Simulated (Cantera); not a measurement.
An adiabatic, constant-volume homogeneous reactor starts with CH3OH : O2 : N2 = 1 : 1.52 : 4.39 (molar parts), equivalence ratio 0.99, at 1800 K and 73000 Pa. Integrator tolerance rtol = 1e-08.

Model: GRI-Mech 3.0 (53 species, 325 reactions), integrated in Cantera. GRI-Mech 3.0 was tuned for natural gas; its chemistry of methanol as a main component is partial and can be far from experiment.

```
quantity                                                            before                                    after
---------------------------------  ---------------------------------------  ---------------------------------------
time of steepest temperature rise                                  25.8 µs                                  55.0 µs
temperature at 0.100 s                                              2974 K                                   2888 K
equilibrium temperature                                             2974 K                                   2888 K
x(CH3OH) at 0.100 s                  <1e-12 (gas-phase equilibrium <1e-12)    <1e-12 (gas-phase equilibrium <1e-12)
x(O2) at 0.100 s                     0.0347 (gas-phase equilibrium 0.0347)    0.0366 (gas-phase equilibrium 0.0366)
x(CH4) at 0.100 s                    <1e-12 (gas-phase equilibrium <1e-12)    <1e-12 (gas-phase equilibrium <1e-12)
x(HCN) at 0.100 s                  5.17e-9 (gas-phase equilibrium 5.17e-9)  2.58e-9 (gas-phase equilibrium 2.58e-9)
x(HCO) at 0.100 s                  1.79e-7 (gas-phase equilibrium 1.79e-7)  1.03e-7 (gas-phase equilibrium 1.03e-7)
x(NO) at 0.100 s                     0.0155 (gas-phase equilibrium 0.0155)    0.0142 (gas-phase equilibrium 0.0142)
x(C2H6) at 0.100 s                   <1e-12 (gas-phase equilibrium <1e-12)    <1e-12 (gas-phase equilibrium <1e-12)
```

### Question
Which change was made?
A. pressure from 73000 Pa to 56000 Pa
B. pressure from 73000 Pa to 1500000 Pa
C. pressure from 73000 Pa to 47000 Pa
D. pressure from 73000 Pa to 33000 Pa

### Answer
D, pressure from 73000 Pa to 33000 Pa
